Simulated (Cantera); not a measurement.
Charge: 1 mol SiCl4, 5.3 mol NO, 5.9 mol N2, equilibrated at 1350 °C and 10.0 Torr.

These are equilibrium values from Cantera (NASA tables, ideal gas, pure condensed phases), not measurements of a reactor. Candidate condensed phases: Si, SiO2, Si2N2O, Si3N4; 23 gas species. The tables hold silica as quartz up to 1696 K and as liquid above; real silica turns to tridymite and cristobalite and melts near 1996 K. Kinetics and transport are ignored.

Base state: N2 0.625, Cl 0.215, O2 0.120, Cl2 0.0389, NO 0.00144, ClO 0.000182, O 5.70e-5 (mole fractions); condensed: SiO2(β-quartz).

Q: What changes in the equilibrium state with this change: NO from 5.3 to 0.15 mol?

A: 
| species | before | after |
|---|---|---|
| N2 | 0.625 | 0.827 |
| SiCl4 | 3.94e-8 | 0.124 |
| Cl | 0.215 | 0.0432 |
| O2 | 0.120 | <1e-9 |
| Cl2 | 0.0389 | 0.00158 |
| SiCl3 | <1e-9 | 0.00416 |
| SiCl2 | <1e-9 | 0.000327 |
| ClO | 0.000182 | <1e-9 |
| SiO2(β-quartz), mol | 1.000 | 0.0749 |
The tables' values for SiCl3 are old estimates; treat these amounts as uncertain.

Q: What changes in the equilibrium state with this change: SiCl4 replaced by TEOS?

A: 
```tsv
species	before	after
H2	0	0.369
N2	0.625	0.314
CO	0	0.295
Cl	0.215	0
O2	0.120	<1e-9
Cl2	0.0389	0
SiO	<1e-9	0.0216
NO	0.00144	<1e-9
H	0	0.000363
ClO	0.000182	0
SiO2(β-quartz), mol	1.000	0.337
Si2N2O(s), mol	0	0.0383
```
The feed counts by its element totals alone. Mutual solubility and eutectic melting of coexisting phases are not modelled. Further candidate phases: C, C6H6, C7H8, C8H18, H2O, SiC.

Q: What changes in the equilibrium state with this change: temperature from 1350 °C to 702 °C?

A: 
```
species                before     after
-------------------  --------  --------
N2                      0.625     0.700
Cl2                    0.0389     0.163
O2                      0.120     0.135
Cl                      0.215  0.000927
O                     5.70e-5     <1e-9
NO                    0.00144   1.78e-5
ClO                  0.000182   2.62e-6
SiO2(β-quartz), mol     1.000      1.00
```
